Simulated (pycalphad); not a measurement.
CALPHAD calculation (pycalphad, COST 507 light-alloy database (1999)), 1 atm. The database dates from 1999; later assessments differ in places, in temperatures and in the compounds included. Amounts are mole fractions of atoms.

**Question.** Give the equilibrium state of Al-2.242Si-4.701Fe (wt.%) at 875 K.

**Answer.** fcc, fraction 0.860, with 0.55 Si, 0.02 Fe wt.%; ALFESI_BETA, fraction 0.087, with 13.4 Si, 26.6 Fe wt.%; ALFESI_ALPHA, fraction 0.053, with 7.2 Si, 32.6 Fe wt.%.

**Question.** Give the equilibrium state of Al-2.242Si-4.701Fe (wt.%) at 950 K.

**Answer.** 
```
T = 950.00 K, P = 101325 Pa, N = 1 mol of atoms
G = -41813 J/mol, H = 27023 J/mol, S = 72.46 J/(mol K)  (SER reference)
chemical potentials (J/mol): Al -39328, Si -48345, Fe -137447
phase             fraction      x(Al)      x(Si)      x(Fe)
LIQUID              0.9537     0.9640     0.0231     0.0129
AL13FE4             0.0463     0.7602     0.0023     0.2375
```

Database names, with the compositions (at.%) that they take in these runs: AL13FE4: Al 76 Fe 24; ALFESI_BETA: Al 70 Si 15 Fe 15; ALFESI_ALPHA: Al 71-73 Fe 19 Si 8-10.
